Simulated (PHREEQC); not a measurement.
1 kg of water holding 0.012 mol NaCl and 0.19 mol NaHCO3 is evaporated at 25 °C; the solids stay in contact with the brine. No CO2 enters from the air. Only these solids could form: Halite, Nahcolite, Natron, Trona.

The series has 28 steps of water left (kg), from 1 to 0.004954.

The numbers come from PHREEQC with the Pitzer model, pitzer.dat.

Which solids form, in which order, and at which step of the series does each first stand?

Nahcolite from water left = 0.1407 kg (pH 7.64).
